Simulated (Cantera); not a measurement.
A freely propagating, adiabatic, planar premixed flame of 7.36 % CH4, 7.36 % CO, 16.7 % O2, 68.6 % N2, equivalence ratio 1.1, unburnt at 375 K and 0.987 atm; multicomponent transport, grid criteria slope 0.08 and curve 0.16, no radiation.

Detailed kinetics in Cantera: GRI-Mech 3.0 (53 species, 325 reactions). Burning velocities carry a grid error of a few per cent, more on coarse grids.

Predict: laminar burning velocity; thermal thickness; peak x(C2H2).


```
Quantity                      Value
------------------------  ---------
laminar burning velocity  62.1 cm/s
thermal thickness          0.393 mm
peak x(C2H2)                4.15e-5
```
